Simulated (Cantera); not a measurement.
A Cantera script and what it prints.

```python
import numpy as np
import cantera as ct

gas_names = [...]  # 109 gases of nasa_gas.yaml made of C, Cl, H, Si
cond_names = """
    C(gr) C6H6(L) C7H8(L) C8H18(L),n-octa Si(cr) Si(L) SiC(b)
""".split()


# ... load() reads the species with a 1 bar reference pressure and builds the phases ...
atoms = {
    '(CH3)2SiCl2': {'C': 2, 'H': 6, 'Si': 1, 'CL': 2},
    'C2H2': {'C': 2, 'H': 2},
    'H2': {'H': 2},
}
top_T = {'C(gr)': 4500, 'SiC(b)': 3050}  # K; cautious upper limits of use, not melting points


# ... equilibrate(T, P, feed) seeds the gas with the atoms and calls Mixture.equilibrate('TP', solver="vcs", rtol=1e-11, max_steps=5000) ...
results = []
feed = {'(CH3)2SiCl2': 1, 'C2H2': 0.1, 'H2': 7.5}  # mol
P = 25000  # Pa
for T in [1823, 1923, 2023, 2123, 2223, 2323, 2423]:
    mix = equilibrate(T, P, feed)
    results.append((T, P, feed, dict(zip(mix.species_names, mix.species_moles))))
    x = sorted(zip(gas.X, gas.species_names), reverse=True)
    print(f"T = {T:g} K  P = {P:g} Pa  gas = {mix.phase_moles(0):.4g} mol")
    print("   x: " + "  ".join(f"{s} {v:.3e}" for v, s in x if v > 0.0001))
    print("   condensed (mol): " + ("  ".join(f"{mix.phase(i).name} {mix.phase_moles(i):.4g}"
          for i in range(1, mix.n_phases) if mix.phase_moles(i) > 1e-12) or "none"))
```

Output:

```
T = 1823 K  P = 25000 Pa  gas = 11.6 mol
   x: H2 8.295e-01  HCL 1.665e-01  SiCL2 2.675e-03  H 7.892e-04  C2H2,acetylene 1.753e-04  CH4 1.227e-04  CL 1.208e-04  SiCL3 1.117e-04
   condensed (mol): C(gr) 1.227  SiC(b) 0.9674
T = 1923 K  P = 25000 Pa  gas = 11.61 mol
   x: H2 8.293e-01  HCL 1.647e-01  SiCL2 3.504e-03  H 1.716e-03  C2H2,acetylene 3.743e-04  CL 2.563e-04
   condensed (mol): C(gr) 1.232  SiC(b) 0.9579
T = 2023 K  P = 25000 Pa  gas = 11.62 mol
   x: H2 8.282e-01  HCL 1.624e-01  SiCL2 4.429e-03  H 3.457e-03  C2H2,acetylene 7.399e-04  CL 5.034e-04
   condensed (mol): C(gr) 1.235  SiC(b) 0.9468
T = 2123 K  P = 25000 Pa  gas = 11.64 mol
   x: H2 8.258e-01  HCL 1.597e-01  H 6.520e-03  SiCL2 5.425e-03  C2H2,acetylene 1.368e-03  CL 9.253e-04
   condensed (mol): C(gr) 1.233  SiC(b) 0.9338
T = 2223 K  P = 25000 Pa  gas = 11.68 mol
   x: H2 8.210e-01  HCL 1.563e-01  H 1.161e-02  SiCL2 6.455e-03  C2H2,acetylene 2.383e-03  CL 1.604e-03  Si 2.115e-04  SiCL 2.060e-04
   condensed (mol): C(gr) 1.225  SiC(b) 0.9175
T = 2323 K  P = 25000 Pa  gas = 11.74 mol
   x: H2 8.126e-01  HCL 1.521e-01  H 1.963e-02  SiCL2 7.473e-03  C2H2,acetylene 3.934e-03  CL 2.640e-03  Si 6.977e-04  SiCL 4.570e-04  SiH 1.109e-04  SiC2 1.042e-04
   condensed (mol): C(gr) 1.21  SiC(b) 0.8932
T = 2423 K  P = 25000 Pa  gas = 11.85 mol
   x: H2 7.986e-01  HCL 1.467e-01  H 3.169e-02  SiCL2 8.412e-03  C2H2,acetylene 6.180e-03  CL 4.142e-03  Si 2.082e-03  SiCL 9.404e-04  SiC2 4.294e-04  SiH 2.774e-04  Si2C 2.426e-04  SiH2 1.219e-04
   condensed (mol): C(gr) 1.19  SiC(b) 0.8481
```

These are equilibrium values from Cantera (NASA tables, ideal gas, pure condensed phases), not measurements of a reactor. The feed counts by its element totals alone. The tables' values for SiCl, SiCl3 are old estimates; treat these amounts as uncertain. Gases not in the tables: Si2H6 and higher silanes.
